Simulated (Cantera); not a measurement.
An isothermal, constant-pressure homogeneous reactor starts with CH₄ : CO₂ : H₂ = 1 : 1.3 : 0.32 (molar parts), at 1423 K and 500000 Pa.

Computed with Cantera and GRI-Mech 3.0 (53 species, 325 reactions).

x: mole fraction; the columns are a selection and need not sum to one.

| t (s) | x CH₄ | x CO₂ | x H₂ | x H₂O | x CO | x HCO |
|---|---|---|---|---|---|---|
| 4.00e-5 | 0.382 | 0.496 | 0.122 | 1.08e-6 | 1.08e-6 | <1e-12 |
| 0.000124 | 0.382 | 0.496 | 0.122 | 8.13e-6 | 8.14e-6 | <1e-12 |
| 0.000383 | 0.382 | 0.496 | 0.122 | 3.92e-5 | 3.93e-5 | 1.33e-12 |
| 0.00119 | 0.381 | 0.496 | 0.122 | 0.000144 | 0.000145 | 4.92e-12 |
| 0.00367 | 0.381 | 0.496 | 0.122 | 0.000518 | 0.000519 | 1.37e-11 |
| 0.0114 | 0.379 | 0.494 | 0.122 | 0.00186 | 0.00186 | 2.70e-11 |
| 0.0352 | 0.373 | 0.488 | 0.123 | 0.00620 | 0.00623 | 5.36e-11 |
| 0.109 | 0.354 | 0.469 | 0.127 | 0.0197 | 0.0198 | 1.40e-10 |
| 0.337 | 0.304 | 0.412 | 0.134 | 0.0603 | 0.0608 | 4.47e-10 |
| 1.04 | 0.206 | 0.283 | 0.132 | 0.155 | 0.159 | ? |
| 3.23 | 0.134 | 0.179 | 0.140 | 0.216 | 0.248 | ? |
| 10.0 | 0.136 | 0.152 | 0.167 | 0.191 | 0.297 | ? |

**Question.** Fill in the missing entries.

**Answer.** 
- 1.04, x HCO: 1.42e-9
- 3.23, x HCO: 3.07e-9
- 10.0, x HCO: 4.05e-9
